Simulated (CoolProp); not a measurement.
The numbers come from the reference Helmholtz-energy equation of state, Akasaka 2023 in CoolProp.

### Question
For R1224YDZ, give the phase and the speed of sound (m/s), Joule-Thomson coefficient (K/MPa), expansivity (1/kK), fugacity coefficient at 442.9 K and 37.4 bar.

### Answer
- 442.9 K and 37.4 bar: supercritical; speed of sound 92.7, Joule-Thomson coefficient 15.5, expansivity 29.2, fugacity coefficient 0.667
